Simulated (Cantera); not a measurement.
Cantera run:

```python
import numpy as np
import cantera as ct

gas_names = """
    N CrO3 NO2
""".split()
cond_names = """
    Cr2N(s)
""".split()


# ... load() reads the species with a 1 bar reference pressure and builds the phases ...
species = {s.name: s for s in load("nasa_gas.yaml", gas_names) + load("nasa_condensed.yaml", cond_names)}
# Each term lists the table entries of one substance; the one whose range holds T is used.
reactions = {
    '4 N(g) + 2 CrO3(g) = Cr2N + 3 NO2(g)':
        [(-4, ['N']), (-2, ['CrO3']), (1, ['Cr2N(s)']), (3, ['NO2'])],
}


def pick(names, T):
    return next(species[n] for n in names if species[n].thermo.min_temp <= T <= species[n].thermo.max_temp)


results = []
for label, terms in reactions.items():
    print(label)
    print("     T/K   dH/kJ  dS/(J/K)   dG/kJ   log10 K")
    for T in [300, 623, 723, 823, 923, 1023, 1123, 1223, 1323, 1423]:
        used = [(nu, pick(names, T)) for nu, names in terms]
        dH = sum(nu * s.thermo.h(T) for nu, s in used) / 1e6
        dS = sum(nu * s.thermo.s(T) for nu, s in used) / 1e3
        dG = dH - T * dS / 1e3
        logK = -dG * 1e6 / (ct.gas_constant * T * np.log(10))
        results.append((label, T, dH, dS, dG, logK, [s.name for _, s in used]))
        print(f"{T:8g} {dH:8.1f} {dS:8.1f} {dG:8.1f} {logK:8.2f}")
```

It prints:

```
4 N(g) + 2 CrO3(g) = Cr2N + 3 NO2(g)
     T/K   dH/kJ  dS/(J/K)   dG/kJ   log10 K
     300  -1327.9   -360.3  -1219.9   212.39
     623  -1332.5   -371.0  -1101.4    92.34
     723  -1333.1   -372.0  -1064.2    76.88
     823  -1333.3   -372.2  -1027.0    65.18
     923  -1333.0   -371.9   -989.8    56.01
    1023  -1332.3   -371.1   -952.6    48.64
    1123  -1331.1   -370.0   -915.6    42.59
    1223  -1329.6   -368.7   -878.6    37.53
    1323  -1327.7   -367.2   -841.8    33.24
    1423  -1325.4   -365.5   -805.2    29.56
```

Standard-state values (1 bar) from the NASA 1993 polynomials, evaluated with Cantera. Condensed species are held in their standard states even where they would react or evaporate.
